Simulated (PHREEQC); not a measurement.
Make-up at 20 °C: 1.1 mol HNO3, 0.0013 mol K2SO4 and 0.061 mol H3BO3 per kg of water. Closed to the air; pH follows from the charge balance.

Computed with PHREEQC (ion-association model, wateq4f.dat).

| quantity | before | after |
|---|---|---|
| pH | 0.09 | 0.09 |
| KSO4- (mol/kgw) | 1.63e-7 | 1.64e-5 |
| H2BO3- (mol/kgw) | 9.76e-11 | 9.91e-11 |

Q: Which change was made?
(A) K2SO4 from 0.0013 to 0.013 mol/kgw
(B) diluted 10-fold with water
(C) temperature from 20 to 25 °C
(D) diluted 2-fold with water
(E) H3BO3 from 0.061 to 0.61 mol/kgw

A: A, K2SO4 from 0.0013 to 0.013 mol/kgw

No solid was allowed to form. The ionic strength passes 0.7 mol/kgw, the rough limit of the ion-association models, in every such run.
